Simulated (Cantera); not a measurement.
Feed: 1 mol TiO₂, 0.025 mol H₂O, 1.1 mol H₂, held at 323 Torr.

Cantera equilibrium calculation (NASA polynomials, part measured and part estimated; ideal gas, pure solids and liquids). Candidate condensed phases: H₂O, Ti, TiO, TiO₂, Ti₂O₃, Ti₃O₅, Ti₄O₇; 12 gas species. Kinetics and transport are ignored. All values below are at 1375 K.

Base state: H₂ 0.978, H₂O 0.0222 (mole fractions); condensed: TiO₂(rutile).

Task: What changes in the equilibrium state with this change: TiO₂ replaced by Al₂O₃?

Result: 
```tsv
species	before	after
H₂	0.978	0.978
H₂O	0.0222	0.0222
TiO₂(rutile), mol	1.00	0
Al₂O₃(s), mol	0	1.00
```
Further candidate phases: Al, Al₂O₃.
